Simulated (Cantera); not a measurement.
A closed system holds: 1 mol Si, a varied amount of HBr, at 0.330 Torr.

Equilibrium computed with Cantera from the NASA thermochemical tables; the gas is ideal and each condensed phase is pure. Candidate condensed phases: Br2, Si; 19 gas species. The tables' values for SiBr3 are old estimates. Rates play no part.

Stable condensed phases, one row left out:

```
T in K \ n(HBr) in mol
         1.7 2.1 2.6 3.2 3.9 4.9   6 7.4 9.2  11  14  17  21
   1623    A   A   A   B   B   B   B   B   B   B   B   B   B
   1523    A   A   A   B   B   B   B   B   B   B   B   B   B
   1423    A   A   A   B   B   B   B   B   B   B   B   B   B
   1323    A   A   A   B   B   B   B   B   B   B   B   B   B
   1223    A   A   A   B   B   B   B   B   B   B   B   B   B
   1023    A   A   A   A   A   B   B   B   B   B   B   B   B
    923    A   A   A   A   A   B   B   B   B   B   B   B   B
    823    A   A   A   A   A   B   B   B   B   B   B   B   B
    723    A   A   A   A   A   B   B   B   B   B   B   B   B
```

A: Si; B: gas only.

Problem. Give the row for 1123 K.

Solution. 1.7: Si; 2.1: Si; 2.6: Si; 3.2: Si; 3.9: gas only; 4.9: gas only; 6: gas only; 7.4: gas only; 9.2: gas only; 11: gas only; 14: gas only; 17: gas only; 21: gas only.
